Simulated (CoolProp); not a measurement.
Vapour-liquid equilibrium of C2F6 (R116) (1) + R22 (2) at 1.56 bar; x and y are mole fractions of (1).

Model: multi-fluid Helmholtz-energy mixture model, Lemmon 2006 and Kamei 1995; pair parameters Bell 2016, in CoolProp.

```csv
x,"bubble temperature, mixture model (K)","bubble temperature, Raoult's law (K)","y, mixture model","y, Raoult's law"
0.05,224.6,237.9,0.563,0.205
0.15,211.1,231.0,0.800,0.481
0.25,207.5,225.5,0.844,0.650
0.35,206.5,220.9,0.857,0.760
0.45,206.1,217.1,0.861,0.835
0.55,205.9,213.9,0.865,0.887
0.65,205.5,211.0,0.873,0.926
0.75,205.0,208.6,0.888,0.954
0.85,204.3,206.4,0.915,0.976
0.95,203.7,204.4,0.964,0.993
```

The largest gap from Raoult's law is -19.9 K in bubble temperature, at x = 0.15. No azeotrope shows between x = 0.05 and 0.95.

Pair parameters are fitted to limited data, so mixtures are less certain than the pure fluids. With so large a gap from Raoult's law the liquid may split in two, which this calculation doesn't test in full.
